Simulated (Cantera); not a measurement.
Charge: 1 mol Pb, 0.36 mol O2, 0.75 mol N2, held at 75.0 Torr.

Cantera equilibrium calculation (NASA polynomials, part measured and part estimated; ideal gas, pure solids and liquids). Candidate condensed phases: Pb, PbO, PbO2, Pb3O4; 12 gas species. Each liquid is taken as pure. Mutual solubility and eutectic melting of coexisting phases are not modelled. Gases not in the tables: (PbO)n polymers. Kinetics and transport are ignored.

### Question
Which condensed phases are stable at each of these points (T (°C)): 450, 525, 600, 675, 750, 825, 900, 975, 1050, 1125, 1200, 1275?

### Answer
| T (°C) | condensed phases | Pb condensed (%) |
|---|---|---|
| 450 | Pb(l) + PbO(red) | 100.0 |
| 525 | Pb(l) + PbO(yellow) | 100.0 |
| 600 | Pb(l) + PbO(yellow) | 100.0 |
| 675 | Pb(l) + PbO(yellow) | 100.0 |
| 750 | Pb(l) + PbO(yellow) | 100.0 |
| 825 | Pb(l) + PbO(yellow) | 99.9 |
| 900 | Pb(l) + PbO(l) | 99.7 |
| 975 | Pb(l) + PbO(l) | 98.9 |
| 1050 | Pb(l) + PbO(l) | 96.7 |
| 1125 | Pb(l) + PbO(l) | 91.0 |
| 1200 | Pb(l) + PbO(l) | 74.9 |
| 1275 | PbO(l) | 52.4 |

At 450 °C the condensed part is Pb(l) + PbO(red). From 525 °C to 825 °C the condensed part is Pb(l) + PbO(yellow). From 900 °C to 1200 °C the condensed part is Pb(l) + PbO(l). At 1275 °C the condensed part is PbO(l).
